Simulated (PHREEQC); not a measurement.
Consider water at 84 °C with 0.019 mol/kgw KH2PO4 and 0.017 mol/kgw K2HPO4. Closed to the air; pH follows from the charge balance.

Equilibrium calculation in PHREEQC: ion-association model, phreeqc.dat.

| quantity | before | after |
|---|---|---|
| pH | 6.71 | 6.46 |
| ionic strength (mol/kgw) | 0.0688 | 0.0440 |
| KHPO4- (mol/kgw) | 0.000620 | 0.000248 |
| H3PO4 (mol/kgw) | 7.70e-7 | 1.43e-6 |
| PO4-3 (mol/kgw) | 3.86e-7 | 8.79e-8 |

Task: Which change was made?
(A) K2HPO4 from 0.017 to 0.034 mol/kgw
(B) KH2PO4 from 0.019 to 0.0209 mol/kgw
(C) 0.024 mol/kgw NaBr added
(D) K2HPO4 from 0.017 to 0.0085 mol/kgw

Result: D, K2HPO4 from 0.017 to 0.0085 mol/kgw

This is a speciation only: nothing precipitates in the calculation. Away from 25 °C the constants follow the database's enthalpies or fits; those with neither stay at their 25 °C values.
